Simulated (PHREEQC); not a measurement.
Make-up at 25 °C: 0.065 mol Cu(NO3)2, 0.0038 mol HCl and 0.021 mol KCl per kg of water. Closed to the air; pH follows from the charge balance.

The numbers come from PHREEQC with the ion-association model, phreeqc.dat.

```
quantity       before   after
-------------  ------  ------
pH               2.52    4.33
Cl- (mol/kgw)  0.0235  0.0256
```

Problem. Name the change that produced these shifts.
A. Cu(NO3)2 left out
B. KCl from 0.021 to 0.0042 mol/kgw
C. 0.0009 mol/kgw MnCl2 added
D. HCl replaced by CdCl2 at the same molality
E. KCl left out

Solution. D, HCl replaced by CdCl2 at the same molality

Precipitation was switched off in this run.
